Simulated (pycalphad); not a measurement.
CALPHAD calculation (pycalphad, COST 507 light-alloy database (1999)), 1 atm. These are 1990s assessments: newer ones move some temperatures and phases.

How does the equilibrium phase assembly of Fe-21.1Si-75.4Al (at.%) change on cooling from 1977 °C to 227 °C?


```csv
T (°C),phases above,phases below
757.8,LIQUID,ALFESI_DELTA + LIQUID
682.1,ALFESI_DELTA + LIQUID,ALFESI_DELTA + DIAMOND_A4 + LIQUID
608 ± 1,ALFESI_DELTA + DIAMOND_A4 + LIQUID,ALFESI_BETA + DIAMOND_A4 + LIQUID
575.7,ALFESI_BETA + DIAMOND_A4 + LIQUID,ALFESI_BETA + DIAMOND_A4 + FCC_A1
```
Changes were sought between steps of 50 K, so a narrower field can be missed.

Database names, with the compositions (at.%) that they take in these runs: ALFESI_DELTA: Al 55 Si 30 Fe 15; ALFESI_BETA: Al 70 Fe 15 Si 15. FCC_A1 is fcc; DIAMOND_A4 is diamond (Si).
